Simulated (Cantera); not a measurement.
What does this Cantera script print?

```python
import numpy as np
import cantera as ct

gas = ct.Solution("h2o2.yaml")
gas.TPX = 1300, 1500, {'H2': 0.015, 'O2': 1, 'N2': 0.92}
inlet = ct.Reservoir(gas, clone=True)

reactor = ct.IdealGasConstPressureReactor(gas, energy="off", clone=False)
exhaust = ct.Reservoir(gas, clone=True)
tau = [4.5, 2.1, 0.97, 0.45, 0.21, 0.097, 0.045, 0.021, 0.0098, 0.0046][0]
for a, b in ((inlet, reactor), (reactor, exhaust)):
    ct.MassFlowController(a, b, mdot=lambda t: reactor.mass / tau)
net = ct.ReactorNet([reactor])
show = ['H2', 'O2', 'HO2', 'OH', 'H2O']

rows = []
print(f"{'tau/s':>10s}{'T/K':>9s}" + "".join(f"{s:>11s}" for s in show))
for tau in [4.5, 2.1, 0.97, 0.45, 0.21, 0.097, 0.045, 0.021, 0.0098, 0.0046]:
    net.initial_time = 0.0
    net.advance(30 * tau)
    before = gas.X
    net.advance(40 * tau)
    drift = np.max(np.abs(gas.X - before) / (gas.X + 1e-9))
    rows.append([gas.T, *gas[show].X, drift])
    print(f"{tau:10.3e}{gas.T:9.1f}" + "".join(f"{x:11.3e}" for x in gas[show].X))
```

It prints:

```
     tau/s      T/K         H2         O2        HO2         OH        H2O
 4.500e+00   1300.0  1.410e-05  5.141e-01  1.924e-07  3.098e-04  7.598e-03
 2.100e+00   1300.0  2.181e-05  5.137e-01  2.488e-07  3.878e-04  7.539e-03
 9.700e-01   1300.0  3.366e-05  5.131e-01  3.123e-07  4.787e-04  7.461e-03
 4.500e-01   1300.0  5.158e-05  5.124e-01  3.772e-07  5.767e-04  7.363e-03
 2.100e-01   1300.0  7.946e-05  5.116e-01  4.385e-07  6.753e-04  7.246e-03
 9.700e-02   1300.0  1.274e-04  5.109e-01  4.950e-07  7.745e-04  7.104e-03
 4.500e-02   1300.0  2.157e-04  5.105e-01  5.493e-07  8.811e-04  6.921e-03
 2.100e-02   1300.0  3.856e-04  5.103e-01  6.079e-07  1.011e-03  6.648e-03
 9.800e-03   1300.0  7.155e-04  5.105e-01  6.724e-07  1.175e-03  6.202e-03
 4.600e-03   1300.0  1.336e-03  5.110e-01  7.312e-07  1.344e-03  5.478e-03
```

Model: the H2/O2 subset of GRI-Mech 3.0, which has no nitrogen chemistry, integrated in Cantera. Radical loss at walls, strong at low pressure, is not modelled.
